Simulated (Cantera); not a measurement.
A perfectly stirred reactor is fed with CH4 : H2O = 1 : 2.8 (molar parts), at 0.240 bar; it is held at 1925 K, and followed from long to short residence time.

Model: GRI-Mech 3.0 (53 species, 325 reactions), integrated in Cantera.

Task: What does this change do: pressure from 0.240 bar to 0.800 bar?

Result: 
```tsv
quantity	before	after
x(CH4) at τ = 10.0 s	0.000584	0.000533
x(H2O) at τ = 10.0 s	0.292	0.292
x(CH2) at τ = 10.0 s	9.02e-8	2.68e-8
x(HCO) at τ = 10.0 s	2.38e-8	4.10e-8
x(O) at τ = 10.0 s	1.23e-7	3.94e-8
x(CH4) at τ = 52.0 ms	0.0202	0.0188
x(H2O) at τ = 52.0 ms	0.403	0.378
x(CH2) at τ = 52.0 ms	3.78e-6	1.29e-6
x(HCO) at τ = 52.0 ms	1.19e-7	6.03e-8
x(O) at τ = 52.0 ms	1.27e-7	4.37e-8
```

Task: What does this change do: temperature 1925 to 2150 K?

Result: 
```tsv
quantity	before	after
x(CH4) at τ = 10.0 s	0.000584	1.61e-5
x(H2O) at τ = 10.0 s	0.292	0.292
x(CH2) at τ = 10.0 s	9.02e-8	5.20e-8
x(HCO) at τ = 10.0 s	2.38e-8	6.12e-8
x(O) at τ = 10.0 s	1.23e-7	3.57e-6
x(CH4) at τ = 52.0 ms	0.0202	0.00353
x(H2O) at τ = 52.0 ms	0.403	0.304
x(CH2) at τ = 52.0 ms	3.78e-6	7.80e-6
x(HCO) at τ = 52.0 ms	1.19e-7	3.17e-7
x(O) at τ = 52.0 ms	1.27e-7	2.39e-6
```
